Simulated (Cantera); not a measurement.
Cantera run:

```python
import numpy as np
import cantera as ct

gas_names = """
    CL CL2 H HCL H2 Si SiCL SiCL2 SiCL3 SiCL4 SiH SiHCL3 SiH2 SiH2CL2 SiH3 SiH3CL SiH4 Si2 Si3
""".split()
cond_names = """
    Si(cr) Si(L)
""".split()


# ... load() reads the species with a 1 bar reference pressure and builds the phases ...
atoms = {
    'SiCl4': {'Si': 1, 'CL': 4},
    'Cl2': {'CL': 2},
    'H2': {'H': 2},
}
top_T = {}  # K; cautious upper limits of use, not melting points


# ... equilibrate(T, P, feed) seeds the gas with the atoms and calls Mixture.equilibrate('TP', solver="vcs", rtol=1e-11, max_steps=5000) ...
results = []
feed = {'SiCl4': 1, 'Cl2': 1.7, 'H2': 0.26}  # mol
T = 650  # K
P = 100000  # Pa
mix = equilibrate(T, P, feed)
results.append((T, P, feed, dict(zip(mix.species_names, mix.species_moles))))
x = sorted(zip(gas.X, gas.species_names), reverse=True)
print(f"T = {T:g} K  P = {P:g} Pa  gas = {mix.phase_moles(0):.4g} mol")
print("   x: " + "  ".join(f"{s} {v:.3e}" for v, s in x if v > 0.001))
print("   condensed (mol): " + ("  ".join(f"{mix.phase(i).name} {mix.phase_moles(i):.4g}"
      for i in range(1, mix.n_phases) if mix.phase_moles(i) > 1e-12) or "none"))
```

Output:

```
T = 650 K  P = 100000 Pa  gas = 2.96 mol
   x: CL2 4.865e-01  SiCL4 3.378e-01  HCL 1.757e-01
   condensed (mol): none
```

These are equilibrium values from Cantera (NASA tables, ideal gas, pure condensed phases), not measurements of a reactor.
